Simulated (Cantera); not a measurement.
Mixture: CH₃OH : O₂ : N₂ : H₂O = 1 : 1.25 : 4.7 : 0.28 (molar parts), at 0.523 atm, adiabatic and at constant volume. Ignition delay is the time to a rise of 400 K.

Model: GRI-Mech 3.0 (53 species, 325 reactions), integrated in Cantera. GRI-Mech 3.0 was tuned for natural gas; its chemistry of methanol as a main component is partial and can be far from experiment.

Question: Predict: delay at 1198 K; delay at 1273 K; delay at 1348 K; delay at 1423 K; delay at 1498 K; delay at 1573 K; apparent activation energy between 1423 and 1573 K.

Answer: 
| Quantity | Result |
|---|---|
| delay at 1198 K | 14.7 ms |
| delay at 1273 K | 4.57 ms |
| delay at 1348 K | 1.65 ms |
| delay at 1423 K | 0.674 ms |
| delay at 1498 K | 0.309 ms |
| delay at 1573 K | 0.155 ms |
| apparent activation energy between 1423 and 1573 K | 180 kJ/mol |
